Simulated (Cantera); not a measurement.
**Fluorocarbon and chlorocarbon gases: CF4 + HCl + H2**

Input: 1 mol CF4, 0.32 mol HCl, 2.6 mol H2, equilibrated at 160 Pa.

Method: chemical equilibrium by Gibbs-energy minimisation in Cantera with the NASA 1993 tables (ideal gas, pure condensed phases). Candidate condensed phases: C, C6H6, C7H8, C8H18; 118 gas species. The numbers say what is thermodynamically allowed, not how fast it happens.

```csv
T (°C),x HF,x H2,x HCl,x H,x Cl,x C2H2 (acetylene),x F,x CH4,n C(graphite)
577,0.813,0.122,0.0650,1.79e-10,9.58e-11,1.16e-12,<1e-12,1.48e-5,1.000
777,0.813,0.122,0.0650,7.08e-8,3.45e-8,5.04e-10,<1e-12,1.36e-6,1.000
977,0.813,0.122,0.0650,4.22e-6,1.92e-6,3.07e-8,8.89e-11,2.62e-7,1.000
1177,0.813,0.122,0.0650,8.26e-5,3.58e-5,5.94e-7,1.04e-8,7.85e-8,1.000
1377,0.813,0.122,0.0647,0.000792,0.000330,5.55e-6,3.89e-7,3.15e-8,1.000
1577,0.810,0.120,0.0630,0.00467,0.00186,3.14e-5,6.70e-6,1.51e-8,1.000
1777,0.802,0.114,0.0571,0.0192,0.00709,0.000121,6.75e-5,7.78e-9,0.999
```
x: gas mole fraction; n: condensed amount in mol.

From 577 °C to 1777 °C the condensed part is C(graphite). The main C-bearing gas is CH4 at 577 °C and C2H2 (acetylene) at 1777 °C.
